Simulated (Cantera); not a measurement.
## Fe + NH₃ + CO + SO₂ (metals in furnace atmospheres)

Feed: 1 mol Fe, 6.8 mol NH₃, 1.4 mol CO, 1.5 mol SO₂, held at 0.0100 bar.

Method: chemical equilibrium by Gibbs-energy minimisation in Cantera with the NASA 1993 tables (ideal gas, pure condensed phases). Candidate condensed phases: C, C₆H₆, C₇H₈, C₈H₁₈, Fe, Fe(CO)₅, FeO, Fe(OH)₂, Fe(OH)₃, FeS, FeSO₄, FeS₂, Fe₂O₃, Fe₂(SO₄)₃, Fe₃O₄, H₂O, H₂SO₄, S; 154 gas species. Metal and sulfide melt together well below either melting point, which pure phases cannot show. Mutual solubility and eutectic melting of coexisting phases are not modelled. FeS: taken at fixed stoichiometry. Gases not in the tables: S₃ to S₇. Kinetics and transport are ignored.

```tsv
T (K)	x H₂	x N₂	x H₂O	x CO	x CO₂	x S₂	x H₂S	x Fe	n FeS(s)	n FeS(l)	n Fe(δ)	n Fe(l)
700	0.496	0.230	0.146	0.0232	0.0643	2.55e-9	0.0338	<1e-12	1.00	0	0	0
800	0.498	0.227	0.148	0.0413	0.0519	1.11e-7	0.0332	<1e-12	1.00	0	0	0
900	0.487	0.227	0.160	0.0531	0.0401	2.29e-6	0.0332	<1e-12	1.00	0	0	0
1000	0.478	0.227	0.169	0.0619	0.0313	2.60e-5	0.0331	<1e-12	1.00	0	0	0
1100	0.472	0.227	0.175	0.0682	0.0250	0.000187	0.0328	4.15e-12	1.00	0	0	0
1200	0.469	0.226	0.179	0.0728	0.0203	0.000896	0.0313	3.14e-10	1.00	0	0	0
1300	0.468	0.226	0.183	0.0761	0.0168	0.00276	0.0273	1.33e-8	1.000	0	0	0
1400	0.470	0.225	0.184	0.0785	0.0142	0.00551	0.0213	3.71e-7	1.000	0	0	0
1500	0.473	0.225	0.185	0.0802	0.0122	0.00804	0.0154	6.85e-6	0	1.000	0	0
1600	0.475	0.224	0.185	0.0816	0.0106	0.00970	0.0108	8.42e-5	0	0.999	0	0
1700	0.471	0.222	0.182	0.0819	0.00925	0.0168	0.00945	0.000629	0	0.743	0.247	0
1800	0.461	0.215	0.171	0.0807	0.00783	0.0355	0.00940	0.00295	0	0	0.953	0
1900	0.460	0.212	0.163	0.0805	0.00678	0.0327	0.00654	0.0111	0	0	0	0.820
```
x: gas mole fraction; n: condensed amount in mol.

From 700 K to 1400 K the condensed part is FeS(s). From 1500 K to 1600 K the condensed part is FeS(l). At 1700 K the condensed part is Fe(δ) + FeS(l). At 1800 K the condensed part is Fe(δ). At 1900 K the condensed part is Fe(l).
